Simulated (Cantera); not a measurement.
**Equilibrium for abatement and gas-phase synthesis: CS₂ + H₂**

Charge: 1 mol CS₂, 0.46 mol H₂, at 630 Pa.

Cantera equilibrium calculation (NASA polynomials, part measured and part estimated; ideal gas, pure solids and liquids). Candidate condensed phases: C, C₆H₆, C₇H₈, C₈H₁₈, S; 95 gas species. Ions and electrons are included (thermal ionisation). Rates play no part.

From 2500 K to 5000 K nothing is condensed. The main C-bearing gas is CS at 2500 K and C at 5000 K.

```json
[
 {"T (K)": "2500", "log p S": "-2.95", "log p CS": "-2.59", "log p H": "-3.14", "log p C": "-7.89", "log p H₂": "-3.07", "log p S₂": "-3.18", "log p CS₂": "-3.72", "log p SH": "-3.89"},
 {"T (K)": "2750", "log p S": "-2.74", "log p CS": "-2.62", "log p H": "-2.87", "log p C": "-6.75", "log p H₂": "-3.40", "log p S₂": "-3.60", "log p CS₂": "-4.39", "log p SH": "-4.13"},
 {"T (K)": "3000", "log p S": "-2.68", "log p CS": "-2.65", "log p H": "-2.75", "log p C": "-5.68", "log p H₂": "-3.90", "log p S₂": "-4.18", "log p CS₂": "-5.04", "log p SH": "-4.54"},
 {"T (K)": "3250", "log p S": "-2.67", "log p CS": "-2.67", "log p H": "-2.72", "log p C": "-4.73", "log p H₂": "-4.45", "log p S₂": "-4.73", "log p CS₂": "-5.62", "log p SH": "-5.00"},
 {"T (K)": "3500", "log p S": "-2.65", "log p CS": "-2.70", "log p H": "-2.71", "log p C": "-3.94", "log p H₂": "-4.97", "log p S₂": "-5.20", "log p CS₂": "-6.13", "log p SH": "-5.41"},
 {"T (K)": "3750", "log p S": "-2.61", "log p CS": "-2.82", "log p H": "-2.74", "log p C": "-3.37", "log p H₂": "-5.47", "log p S₂": "-5.55", "log p CS₂": "-6.63", "log p SH": "-5.77"},
 {"T (K)": "4000", "log p S": "-2.55", "log p CS": "-3.07", "log p H": "-2.77", "log p C": "-3.03", "log p H₂": "-5.95", "log p S₂": "-5.82", "log p CS₂": "-7.20", "log p SH": "-6.08"},
 {"T (K)": "4250", "log p S": "-2.52", "log p CS": "-3.45", "log p H": "-2.81", "log p C": "-2.88", "log p H₂": "-6.37", "log p S₂": "-6.09", "log p CS₂": "-7.88", "log p SH": "-6.37"},
 {"T (K)": "4500", "log p S": "-2.50", "log p CS": "-3.88", "log p H": "-2.82", "log p C": "-2.83", "log p H₂": "-6.72", "log p S₂": "-6.36", "log p CS₂": "-8.59", "log p SH": "-6.63"},
 {"T (K)": "4750", "log p S": "-2.50", "log p CS": "-4.31", "log p H": "-2.83", "log p C": "-2.81", "log p H₂": "-7.02", "log p S₂": "-6.62", "log p CS₂": "-9.27", "log p SH": "-6.87"},
 {"T (K)": "5000", "log p S": "-2.50", "log p CS": "-4.71", "log p H": "-2.83", "log p C": "-2.80", "log p H₂": "-7.28", "log p S₂": "-6.86", "log p CS₂": "-9.91", "log p SH": "-7.08"}
]
```
log p: log10 of the partial pressure in bar; nothing condenses.
